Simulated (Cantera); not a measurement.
Input: 1 mol Si, 8.4 mol HF, 15 mol H2, at 1623 K and 100000 Pa.

Cantera equilibrium calculation (NASA polynomials, part measured and part estimated; ideal gas, pure solids and liquids). Candidate condensed phases: Si; 25 gas species. The tables' values for SiF3 are old estimates; treat these amounts as uncertain. The numbers say what is thermodynamically allowed, not how fast it happens.

**Question.** What is the equilibrium state?

**Answer.** 
| Quantity | Result |
|---|---|
| x(H2) | 0.758 |
| x(HF) | 0.197 |
| x(SiF4) | 0.0442 |
| x(SiF3) | 0.000287 |
| x(SiHF3) | 0.000189 |
| x(H) | 6.02e-5 |
| gas amount | 22.40 mol |
| log10 activity of Si(s) (absent) | -7.15 |
